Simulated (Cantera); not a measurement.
Charge: 1 mol SiH2Cl2, 5.3 mol NH3, 4.5 mol H2, held at 14.0 Pa.

Method: chemical equilibrium by Gibbs-energy minimisation in Cantera with the NASA 1993 tables (ideal gas, pure condensed phases). Candidate condensed phases: NH4Cl, Si, Si3N4; 28 gas species. The tables' values for SiCl, SiCl3, SiN are old estimates; treat these amounts as uncertain. Gases not in the tables: Si2H6 and higher silanes. Equilibrium is a limit: real reactors are often held back by kinetics, nucleation or transport.

x: gas mole fraction; n: condensed amount in mol.

```tsv
T (K)	x H2	x N2	x HCl	x H	x Si	x SiCl2	n Si3N4(s)	n Si(s)	n Si(l)
700	0.758	0.121	0.121	1.86e-12	<1e-12	3.55e-12	0.333	0	0
800	0.758	0.121	0.121	2.13e-10	<1e-12	1.09e-9	0.333	0	0
900	0.758	0.121	0.122	___	<1e-12	___	0.333	0	0
1000	0.758	0.121	0.122	___	<1e-12	___	0.333	0	0
1100	0.758	0.121	0.121	1.90e-6	<1e-12	5.87e-5	0.333	0	0
1200	0.758	0.121	0.120	1.45e-5	1.40e-10	0.000637	0.330	0	0
1300	0.760	0.123	0.113	8.15e-5	2.91e-8	0.00419	0.310	0	0
1400	0.765	0.129	0.0907	0.000359	2.73e-6	0.0147	0.251	0	0
1500	0.749	0.155	0.0720	0.00129	7.52e-5	0.0222	0	0.616	0
1600	0.747	0.155	0.0703	0.00397	0.000696	0.0228	0	0.592	0
1700	0.738	0.153	0.0685	0.0107	0.00485	0.0228	0	0	0.505
1800	0.710	0.149	0.0682	0.0255	0.0227	0.0203	0	0	0.188
1900	0.664	0.144	0.0789	0.0546	0.0400	0.0113	0	0	0
```

### Question
Some entries are withheld; supply them.

### Answer

- 1000, x H: 1.67e-7
- 1000, x SiCl2: 3.24e-6
- 900, x H: 8.60e-9
- 900, x SiCl2: 9.30e-8
